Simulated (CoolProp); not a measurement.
Computed with CoolProp (reference Helmholtz-energy equation of state, Gao 2020).

For ammonia, give the phase and the Joule-Thomson coefficient (K/MPa), isothermal compressibility (1/MPa), expansivity (1/kK), viscosity (µPa s) at 451 K and 8.52 MPa; 451 K and 11.4 MPa; 451 K and 22.7 MPa.


- 451 K and 8.52 MPa: gas; Joule-Thomson coefficient 6.61, isothermal compressibility 0.153, expansivity 4.89, viscosity 16.7
- 451 K and 11.4 MPa: supercritical; Joule-Thomson coefficient 6.16, isothermal compressibility 0.132, expansivity 6.89, viscosity 17.6
- 451 K and 22.7 MPa: supercritical; Joule-Thomson coefficient 2.42, isothermal compressibility 0.0646, expansivity 16.7, viscosity 33.1

Viscosity comes from a separate model (Fenghour 1995).
